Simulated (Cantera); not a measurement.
A Cantera script and what it prints.

```python
import numpy as np
import cantera as ct

gas_names = """
    Electron AL AL+ AL- ALC ALN AL2 C C+ C- CN CN+ CN- C2 C2+ C2- CCN CNC C2N2 C3 C4 C4N2 C5 N N+ N- N2
    N2+ N2-
""".split()
cond_names = """
    AL(cr) AL(L) ALN(s) C(gr)
""".split()


# ... load() reads the species with a 1 bar reference pressure and builds the phases ...
atoms = {
    'AlN': {'AL': 1, 'N': 1},
    'N2': {'N': 2},
    'C': {'C': 1},
}
top_T = {'ALN(s)': 2750, 'C(gr)': 4500}  # K; cautious upper limits of use, not melting points


# ... equilibrate(T, P, feed) seeds the gas with the atoms and calls Mixture.equilibrate('TP', solver="vcs", rtol=1e-11, max_steps=5000) ...
results = []
feed = {'AlN': 1, 'N2': 0.4, 'C': 0.71}  # mol
P = 133.322  # Pa
for T in [2500, 2750, 3000, 3250, 3500, 3750, 4000, 4250, 4500, 4750, 5000]:
    mix = equilibrate(T, P, feed)
    results.append((T, P, feed, dict(zip(mix.species_names, mix.species_moles))))
    x = sorted(zip(gas.X, gas.species_names), reverse=True)
    print(f"T = {T:g} K  P = {P:g} Pa  gas = {mix.phase_moles(0):.4g} mol")
    print("   x: " + "  ".join(f"{s} {v:.3e}" for v, s in x if v > 1e-05))
    print("   condensed (mol): " + ("  ".join(f"{mix.phase(i).name} {mix.phase_moles(i):.4g}"
          for i in range(1, mix.n_phases) if mix.phase_moles(i) > 1e-12) or "none"))
```

Result:

```
T = 2500 K  P = 133.322 Pa  gas = 1.903 mol
   x: AL 5.253e-01  N2 4.719e-01  CN 1.939e-03  C3 3.728e-04  AL+ 1.258e-04  C 1.248e-04  Electron 9.700e-05  C2N2 3.665e-05  C2 3.435e-05  CN- 2.869e-05  AL2 1.392e-05
   condensed (mol): C(gr) 0.7036
T = 2750 K  P = 133.322 Pa  gas = 1.946 mol
   x: AL 5.134e-01  N2 4.560e-01  C3 1.265e-02  CN 1.256e-02  C 2.832e-03  C2 1.224e-03  AL+ 4.963e-04  Electron 3.798e-04  C2N2 1.383e-04  CN- 1.135e-04  C5 1.014e-04  N 4.442e-05  ALC 2.913e-05  C4 1.970e-05  CNC 1.247e-05
   condensed (mol): C(gr) 0.5994
T = 3000 K  P = 133.322 Pa  gas = 2.199 mol
   x: AL 4.533e-01  N2 3.896e-01  C3 7.689e-02  CN 3.844e-02  C 2.623e-02  C2 1.132e-02  AL+ 1.429e-03  Electron 1.184e-03  C5 6.701e-04  N 2.381e-04  CN- 2.248e-04  C4 1.793e-04  C2N2 1.749e-04  CNC 6.451e-05  ALC 6.225e-05  C2- 1.984e-05
   condensed (mol): none
T = 3250 K  P = 133.322 Pa  gas = 2.312 mol
   x: AL 4.290e-01  N2 3.630e-01  C 8.614e-02  CN 5.109e-02  C3 4.382e-02  C2 1.851e-02  AL+ 3.525e-03  Electron 3.285e-03  N 1.019e-03  CN- 2.150e-04  C5 1.030e-04  C4 7.260e-05  CNC 6.664e-05  ALC 6.195e-05  C2N2 5.697e-05  C2- 2.561e-05
   condensed (mol): none
T = 3500 K  P = 133.322 Pa  gas = 2.483 mol
   x: AL 3.950e-01  N2 3.369e-01  C 1.754e-01  CN 4.764e-02  C2 1.523e-02  C3 1.070e-02  AL+ 7.757e-03  Electron 7.597e-03  N 3.521e-03  CN- 1.433e-04  ALC 4.366e-05  CNC 3.674e-05  C2- 1.638e-05  C2N2 1.166e-05
   condensed (mol): none
T = 3750 K  P = 133.322 Pa  gas = 2.601 mol
   x: AL 3.687e-01  N2 3.249e-01  C 2.256e-01  CN 3.165e-02  AL+ 1.569e-02  Electron 1.561e-02  N 1.048e-02  C2 6.192e-03  C3 1.053e-03  CN- 6.964e-05  ALC 2.240e-05  CNC 1.072e-05
   condensed (mol): none
T = 4000 K  P = 133.322 Pa  gas = 2.693 mol
   x: AL 3.421e-01  N2 3.111e-01  C 2.403e-01  AL+ 2.914e-02  Electron 2.911e-02  N 2.711e-02  CN 1.884e-02  C2 2.057e-03  C3 8.626e-05  CN- 3.086e-05  ALC 1.050e-05
   condensed (mol): none
T = 4250 K  P = 133.322 Pa  gas = 2.818 mol
   x: AL 3.054e-01  N2 2.834e-01  C 2.396e-01  N 6.108e-02  AL+ 4.944e-02  Electron 4.943e-02  CN 1.095e-02  C2 6.911e-04  CN- 1.338e-05
   condensed (mol): none
T = 4500 K  P = 133.322 Pa  gas = 3.01 mol
   x: AL 2.557e-01  N2 2.360e-01  C 2.292e-01  N 1.198e-01  AL+ 7.645e-02  Electron 7.644e-02  CN 6.177e-03  C2 2.410e-04
   condensed (mol): none
T = 4750 K  P = 133.322 Pa  gas = 3.291 mol
   x: C 2.123e-01  N 2.022e-01  AL 1.964e-01  N2 1.708e-01  AL+ 1.075e-01  Electron 1.075e-01  CN 3.298e-03  C2 8.718e-05
   condensed (mol): none
T = 5000 K  P = 133.322 Pa  gas = 3.635 mol
   x: N 2.898e-01  C 1.936e-01  Electron 1.380e-01  AL+ 1.380e-01  AL 1.371e-01  N2 1.019e-01  CN 1.639e-03  C2 3.332e-05
   condensed (mol): none
```

These are equilibrium values from Cantera (NASA tables, ideal gas, pure condensed phases), not measurements of a reactor.
